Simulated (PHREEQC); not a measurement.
Make-up at 71 °C and 100 atm: 23 mmol/kgw NH4Cl and 43 mmol/kgw K2HPO4. Closed to the air; pH follows from the charge balance.

All values are PHREEQC results (ion-association model, phreeqc.dat), not measurements.

This is a speciation only: nothing precipitates in the calculation.

What pH, specific conductance, ionic strength does the model give?

pH 7.59; specific conductance 22300 µS/cm; ionic strength 0.140 mol/kgw.

In which forms is P present?

HPO4-2 86 %, H2PO4- 10 %, KHPO4- 3.9 % of the P.

Species that the database lacks are ignored. Under pressure, the constants of complexes without a molar volume in the database are unreliable. At this temperature some constants are extrapolated from 25 °C, and those without enthalpy data are left unchanged.
